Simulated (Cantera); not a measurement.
# Stirred combustor or abatement burner

A perfectly stirred reactor is fed with CO : H2 : O2 : N2 = 1 : 0.072 : 0.447 : 1.68 (molar parts), equivalence ratio 1.2, at 3750 Torr; it is adiabatic with a 300 K inlet, and is followed from long to short residence time, starting on the burning branch (τ in s: 0.19, 0.071, 0.026, 0.0099, 0.0037, 0.0014, 0.00051, 0.00019, 7.1e-05, 2.7e-05).

Computed with Cantera and GRI-Mech 3.0 (53 species, 325 reactions). The hydrogen kinetics of GRI-Mech 3.0 are dated; newer H2 mechanisms differ, most at raised pressure.

| τ (s) | T (K) | x CO | x H2 | x O2 | x H2O2 | x N2O |
|---|---|---|---|---|---|---|
| 0.19 | 2463 | 0.0730 | 0.00100 | 0.00326 | 2.05e-8 | 2.61e-7 |
| 0.071 | 2458 | 0.0737 | 0.00101 | 0.00362 | 2.22e-8 | 2.80e-7 |
| 0.026 | 2445 | 0.0755 | 0.00104 | 0.00450 | 2.62e-8 | 3.24e-7 |
| 0.0099 | 2419 | 0.0789 | 0.00110 | 0.00631 | 3.46e-8 | 4.10e-7 |
| 0.0037 | 2369 | 0.0854 | 0.00121 | 0.00967 | 5.11e-8 | 5.47e-7 |
| 0.0014 | 2292 | 0.0952 | 0.00140 | 0.0146 | 8.16e-8 | 6.98e-7 |
| 0.00051 | 2180 | 0.108 | 0.00166 | 0.0211 | 1.40e-7 | 8.05e-7 |
| 0.00019 | 2041 | 0.123 | 0.00196 | 0.0284 | 2.52e-7 | 8.38e-7 |
| 7.1e-5 | 1866 | 0.142 | 0.00221 | 0.0373 | 5.12e-7 | 8.31e-7 |
| 2.7e-5 | 300 | 0.313 | 0.0225 | 0.140 | <1e-12 | <1e-12 |
x: mole fraction; the columns are a selection and need not sum to one.
